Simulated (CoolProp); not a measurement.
Vapour-liquid equilibrium of propane (1) + isohexane (2) at 0.331 MPa; x and y are mole fractions of (1).

Computed with CoolProp (multi-fluid Helmholtz-energy mixture model, Lemmon 2009 and Lemmon 2006; pair parameters Bell 2016).

Question: Give the bubble temperature and the first vapour's composition at x = 0.05, 0.2, 0.5. Is there an azeotrope?

Answer: x = 0.05: 85.0 °C, y = 0.372; x = 0.2: 46.1 °C, y = 0.828; x = 0.5: 11.6 °C, y = 0.971. No azeotrope shows between x = 0.05 and 0.95.

Pair parameters are fitted to limited data, so mixtures are less certain than the pure fluids.
